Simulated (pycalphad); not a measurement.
Computed with pycalphad from the COST 507 light-alloy database (1999), at 1 atm. These are 1990s assessments: newer ones move some temperatures and phases. Amounts are mole fractions of atoms. Kinetics are ignored, which matters at the lower temperatures.

Question: Give the equilibrium state of Ti-5.856Hf-2.622B (wt.%) at 427 °C.

Answer: 
```
T = 700.00 K, P = 101325 Pa, N = 1 mol of atoms
G = -43241 J/mol, H = -7459 J/mol, S = 51.12 J/(mol K)  (SER reference)
chemical potentials (J/mol): Ti -26870, Hf -52730, B -170994
phase             fraction      x(Ti)      x(Hf)       x(B)
HCP_A3              0.7787     0.9806     0.0191    0.00032
BM                  0.2213     0.4994   0.000585     0.5000
```

Question: Give the equilibrium state of Ti-5.856Hf-2.622B (wt.%) at 877 °C.

Answer: 
```
T = 1150.00 K, P = 101325 Pa, N = 1 mol of atoms
G = -69957 J/mol, H = 9825 J/mol, S = 69.38 J/(mol K)  (SER reference)
chemical potentials (J/mol): Ti -55135, Hf -108506, B -181569
phase             fraction      x(Ti)      x(Hf)       x(B)
BCC_A2              0.7800     0.9799     0.0189     0.0012
BM                  0.2200     0.4990     0.0010     0.5000
```

Database names, with the compositions (at.%) that they take in these runs: BM: Ti 50 B 50. BCC_A2 is bcc; HCP_A3 is hcp.
